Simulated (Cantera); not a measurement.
Input (Python, Cantera) and output of one run.

```python
import numpy as np
import cantera as ct

gas_names = """
    B BH BH2 BH3 BN BO BO2 B2 B2O B2O2 B2O3 B3O3H3 H HBO HBO2 HNO HNO2 HNO3 HO2 H2 H2O H2O2 H3B3O6 N NH
    NH2 NH3 NH2OH NO NO2 NO3 N2 N2H2 N2H4 N2O O OH O2 O3
""".split()
cond_names = """
    B(b) B(L) BN(s) B2O3(L) B3O3H3(cr) H2O(s) H2O(L)
""".split()


# ... load() reads the species with a 1 bar reference pressure and builds the phases ...
atoms = {
    'borazine': {'B': 3, 'N': 3, 'H': 6},
    'O2': {'O': 2},
}
top_T = {'BN(s)': 3200}  # K; cautious upper limits of use, not melting points


# ... equilibrate(T, P, feed) seeds the gas with the atoms and calls Mixture.equilibrate('TP', solver="vcs", rtol=1e-11, max_steps=5000) ...
results = []
feed = {'borazine': 1, 'O2': 0.22}  # mol
T = 875  # K
P = 1000  # Pa
mix = equilibrate(T, P, feed)
results.append((T, P, feed, dict(zip(mix.species_names, mix.species_moles))))
print(gas.report(threshold=1e-06))
for i in range(1, mix.n_phases):
    print(f"{mix.phase(i).name:16s} {mix.phase_moles(i):12.5e} mol")
```

It prints:

```
       temperature   875 K
          pressure   1000 Pa
           density   0.00044446 kg/m^3
  mean mol. weight   3.2335 kg/kmol
   phase of matter   gas

                          1 kg             1 kmol
                     ---------------   ---------------
          enthalpy        5.1878e+06        1.6775e+07  J
   internal energy        2.9379e+06        9.4997e+06  J
           entropy             63407        2.0503e+05  J/K
    Gibbs function       -5.0293e+07       -1.6263e+08  J
 heat capacity c_p            9274.1             29988  J/K
 heat capacity c_v            6702.8             21674  J/K

                      mass frac. Y      mole frac. X     chem. pot. / RT
                     ---------------   ---------------   ---------------
                H2           0.59409           0.95288           -21.837
               H2O         0.0041315        0.00074157           -69.515
               NH3        1.5729e-05        2.9864e-06           -48.859
                N2           0.40176          0.046373           -32.205
     [  +35 minor]        9.3734e-06        4.6493e-07

B(b)              0.00000e+00 mol
BN(s)             2.70822e+00 mol
B2O3(L)           1.45888e-01 mol
B3O3H3(cr)        0.00000e+00 mol
```

These are equilibrium values from Cantera (NASA tables, ideal gas, pure condensed phases), not measurements of a reactor. The feed counts by its element totals alone.
